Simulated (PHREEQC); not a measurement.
## Nickel, zinc or cadmium bath: speciation

Consider water at 20 °C with 0.026 mol/kgw Ni(NO3)2, 0.078 mol/kgw H3BO3 and 0.26 mol/kgw HCl. It is in equilibrium with CO2 at log p = -3.4 (atm). Otherwise closed; pH follows from the charge balance.

Model: ion-association model, wateq4f.dat, run in PHREEQC.

Each row changes one thing in this solution. Precipitation was switched off in this run.

```csv
case,pH,ionic strength (mol/kgw),H2BO3- (mol/kgw),HCO3- (mol/kgw)
as made,0.69,0.326,3.42e-10,4.39e-11
HCl from 0.26 to 0.026 mol/kgw,1.67,0.103,2.62e-9,3.81e-10
Ni(NO3)2 from 0.026 to 0.13 mol/kgw,0.70,0.601,4.13e-10,4.72e-11
diluted 5-fold with water,1.36,0.0670,2.43e-10,1.81e-10
diluted 100-fold with water,2.61,0.00338,1.78e-10,2.81e-9
temperature from 20 to 15 °C,0.69,0.326,3.09e-10,4.68e-11
Ni(NO3)2 replaced by Cu(NO3)2 at the same molality,0.69,0.331,3.43e-10,4.40e-11
```
